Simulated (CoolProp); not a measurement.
The fluid at 293.15 K and 0.892 MPa is throttled through a valve to 0.532 MPa with no heat exchange. The same conditions are run with several fluids, on thermodynamics alone (safety and materials aside).

Computed with CoolProp (reference Helmholtz-energy equation of state of each fluid (R143a: Lemmon and Jacobsen 2000; R13: Platzer 1990; nitrous oxide: Lemmon 2006; ethane: Bücker 2006; dry air: Lemmon 2000)). The equations of Platzer and Polt are older, rougher fits. Blends and air are pseudo-pure fits.

Question: Rank R143a, R13, nitrous oxide, ethane, dry air by temperature change (K), highest first.

Answer: dry air (-0.8), nitrous oxide (-4.2), ethane (-4.4), R13 (-4.6), R143a (-8.2)

| fluid | final density (kg/m³) |
|---|---|
| R143a | 21.3 |
| R13 | 24.5 |
| nitrous oxide | 10.1 |
| ethane | 6.98 |
| dry air | 6.35 |
